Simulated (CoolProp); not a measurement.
Properties of R1233zd(E) along the isobar 4.04 MPa.

The numbers come from the reference Helmholtz-energy equation of state, Akasaka 2022 in CoolProp.

```json
[
 {"T (°C)": "-0.55", "phase": "liquid", "Z": "0.1747", "Joule-Thomson coefficient (K/MPa)": "-0.3689", "expansivity (1/kK)": "1.637", "fugacity coefficient": "0.01362"},
 {"T (°C)": "19.15", "phase": "liquid", "Z": "0.1685", "Joule-Thomson coefficient (K/MPa)": "-0.3232", "expansivity (1/kK)": "1.765", "fugacity coefficient": "0.02947"},
 {"T (°C)": "38.85", "phase": "liquid", "Z": "0.1637", "Joule-Thomson coefficient (K/MPa)": "-0.2664", "expansivity (1/kK)": "1.931", "fugacity coefficient": "0.05636"},
 {"T (°C)": "58.55", "phase": "liquid", "Z": "0.1603", "Joule-Thomson coefficient (K/MPa)": "-0.1926", "expansivity (1/kK)": "2.153", "fugacity coefficient": "0.09746"},
 {"T (°C)": "78.25", "phase": "liquid", "Z": "0.1583", "Joule-Thomson coefficient (K/MPa)": "-0.09166", "expansivity (1/kK)": "2.462", "fugacity coefficient": "0.1551"},
 {"T (°C)": "97.95", "phase": "liquid", "Z": "0.1580", "Joule-Thomson coefficient (K/MPa)": "0.05656", "expansivity (1/kK)": "2.917", "fugacity coefficient": "0.2304"},
 {"T (°C)": "117.75", "phase": "liquid", "Z": "0.1600", "Joule-Thomson coefficient (K/MPa)": "0.2994", "expansivity (1/kK)": "3.666", "fugacity coefficient": "0.3229"},
 {"T (°C)": "137.45", "phase": "liquid", "Z": "0.1658", "Joule-Thomson coefficient (K/MPa)": "0.7700", "expansivity (1/kK)": "5.152", "fugacity coefficient": "0.4289"},
 {"T (°C)": "157.15", "phase": "liquid", "Z": "0.1815", "Joule-Thomson coefficient (K/MPa)": "2.143", "expansivity (1/kK)": "10.03", "fugacity coefficient": "0.5432"},
 {"T (°C)": "176.85", "phase": "supercritical", "Z": "0.4051", "Joule-Thomson coefficient (K/MPa)": "16.50", "expansivity (1/kK)": "53.39", "fugacity coefficient": "0.6467"}
]
```
